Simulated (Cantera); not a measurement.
An isothermal, constant-pressure homogeneous reactor starts with 38.9 % H2, 27.8 % O2, 33.3 % N2, at 950 K and 0.740 bar.

Detailed kinetics in Cantera: GRI-Mech 3.0 (53 species, 325 reactions). The temperature is held fixed by assumption; the heat of reaction is taken as removed at once.

x: mole fraction; the columns are a selection and need not sum to one.

```
t (s)         x H2   x O2       x H    x N2O     x HO2
--------  --------  -----  --------  -------  --------
8.00e-6      0.389  0.278  9.37e-11   <1e-12  1.65e-10
3.81e-5      0.389  0.278  5.63e-10   <1e-12         ?
0.000181     0.389  0.278   1.33e-8   <1e-12   9.65e-8
0.000862     0.271  0.225         ?  1.47e-9         ?
0.00410      0.271  0.225   2.24e-7  1.48e-9   4.94e-5
0.0195       0.269  0.224   4.42e-7  1.53e-9   6.84e-5
0.0928       0.245  0.213   1.07e-6  2.06e-9  0.000106
0.442        0.134  0.163   5.72e-7  5.12e-9   8.73e-5
2.10       0.00502  0.106   2.42e-8  1.58e-8   1.79e-5
10.0      0.000136  0.104  8.20e-11  1.85e-8   9.68e-7
```

**Question.** What belongs in the gaps?

**Answer.** 
- 3.81e-5, x HO2: 1.92e-9
- 0.000862, x H: 1.18e-5
- 0.000862, x HO2: 0.000260
